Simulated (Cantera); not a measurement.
Input: 1 mol CH₄, 0.032 mol NH₃, 0.34 mol H₂, held at 2002 °C and 11000 Pa.

Method: chemical equilibrium by Gibbs-energy minimisation in Cantera with the NASA 1993 tables (ideal gas, pure condensed phases). Equilibrium is a limit: real reactors are often held back by kinetics, nucleation or transport.

```tsv
species	before	after
H₂	0.963	0.969
H	0.0251	0.0252
C₂H₂ (acetylene)	0.00367	0.00369
N₂	0.00511	0.000809
HCN	0.00268	0.00107
HNC	0.000236	9.40e-5
CH₄	2.30e-5	2.32e-5
CH₃	1.13e-5	1.14e-5
C(graphite), mol	0.975	0.901
```
Gas species are given as mole fractions.

Task: Which change was made?
(A) NH₃ from 0.032 to 0.082 mol
(B) temperature from 2002 °C to 302 °C
(C) H₂ from 0.34 to 9.3 mol
(D) temperature from 2002 °C to 375 °C

Result: C, H₂ from 0.34 to 9.3 mol
